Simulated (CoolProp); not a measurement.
R1336mzz(Z) at 293.15 K and 0.223 MPa is throttled through a valve to 0.0464 MPa with no heat exchange. Each further row changes one setting.

Computed with CoolProp (reference Helmholtz-energy equation of state, McLinden 2020).

```csv
case,temperature change (K),final phase,final density (kg/m³)
as stated,-6.2,"two-phase, vapour fraction 0.044",71.8
outlet pressure 0.0139 MPa,-31.3,"two-phase, vapour fraction 0.201",5.27
outlet pressure 0.0603 MPa,+0.0,"two-phase, vapour fraction 0.000",1330
```
